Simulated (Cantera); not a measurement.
**Catalytic stagnation flow on Pt**

A jet of CH4 : O2 : N2 = 0.032 : 0.1 : 0.79 (molar parts), equivalence ratio 0.64 at 300 K and 0.250 bar hits a platinum plate 3.6 cm away at a mass flux of 0.13 kg/m²/s; the plate temperature is set and raised in steps from an oxygen-covered start.

Model: Deutschmann's 1995 Pt surface mechanism with GRI-Mech 3.0 gas chemistry, integrated in Cantera. Catalytic surfaces can have several steady states; this one follows from the mechanism file's or the stated starting coverage.

| plate T (K) | wall x CH4 | wall x O2 | wall x H2O | wall x OH | wall x CO | wall x CO2 | θ free Pt | θ O* | θ OH* |
|---|---|---|---|---|---|---|---|---|---|
| 850 | 0.0287 | 0.0955 | 0.0113 | <1e-8 | 6.89e-6 | 0.00743 | 0.109 | 0.889 | 0.00138 |
| 900 | 0.0224 | 0.0823 | 0.0229 | 2.13e-8 | 7.79e-6 | 0.0151 | 0.168 | 0.830 | 0.00188 |
| 950 | 0.0160 | 0.0686 | 0.0348 | 6.57e-8 | 7.80e-6 | 0.0230 | 0.236 | 0.762 | 0.00215 |
| 1000 | 0.0112 | 0.0585 | 0.0436 | 1.81e-7 | 7.45e-6 | 0.0289 | 0.309 | 0.689 | 0.00217 |
| 1050 | 0.00805 | 0.0518 | 0.0493 | 4.34e-7 | 7.18e-6 | 0.0327 | 0.381 | 0.616 | 0.00206 |
| 1100 | 0.00604 | 0.0477 | 0.0529 | 9.42e-7 | 7.11e-6 | 0.0351 | 0.451 | 0.547 | 0.00187 |
x: mole fraction at the wall; θ: surface coverage.
